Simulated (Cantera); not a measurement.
Charge: 1 mol HMDSO, 0.86 mol H2O, held at 1375 K and 0.940 bar.

Method: chemical equilibrium by Gibbs-energy minimisation in Cantera with the NASA 1993 tables (ideal gas, pure condensed phases). Candidate condensed phases: C, C6H6, C7H8, C8H18, H2O, Si, SiC, SiO2; 123 gas species. The feed counts by its element totals alone. Mutual solubility and eutectic melting of coexisting phases are not modelled. The tables hold silica as quartz up to 1696 K and as liquid above; real silica turns to tridymite and cristobalite and melts near 1996 K. Kinetics and transport are ignored.

Base state: H2 0.993, CH4 0.00461, CO 0.00270, H2O 1.16e-5 (mole fractions); condensed: C(graphite) + SiC(s) + SiO2(β-quartz).

Problem. What changes in the equilibrium state with this change: pressure from 0.940 bar to 0.0133 bar?

Solution. 
```
species               before     after
-------------------  -------  --------
H2                     0.993     0.841
CO                   0.00270     0.159
SiO                  2.99e-6  0.000175
CH4                  0.00461   4.70e-5
H                    3.52e-6   2.72e-5
H2O                  1.16e-5   8.18e-6
C(graphite), mol        4.84      2.14
SiC(s), mol             1.08      2.00
SiO2(β-quartz), mol    0.917         0
```
